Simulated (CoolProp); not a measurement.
Saturation properties of tetrahydrofuran (Tc = 540.2 K, pc = 5304 kPa, ω = 0.234).

The numbers come from the reference Helmholtz-energy equation of state, Fiedler 2023 in CoolProp.

| T (K) | p (kPa) | liquid density (kg/m³) | vapour density (kg/m³) |
|---|---|---|---|
| 308.5 | 33.47 | 870.5 | 0.9523 |
| 335.5 | 90.11 | 839.9 | 2.391 |
| 362.5 | 204.6 | 808.0 | 5.139 |
| 389.5 | 408.4 | 774.2 | 9.868 |
| 416.5 | 738.0 | 738.0 | 17.47 |
| 443.5 | 1235 | 698.0 | 29.29 |
| 470.5 | 1946 | 652.2 | 47.64 |
| 497.5 | 2930 | 595.3 | 77.82 |

It boils at 339.1 K under 1 atm.
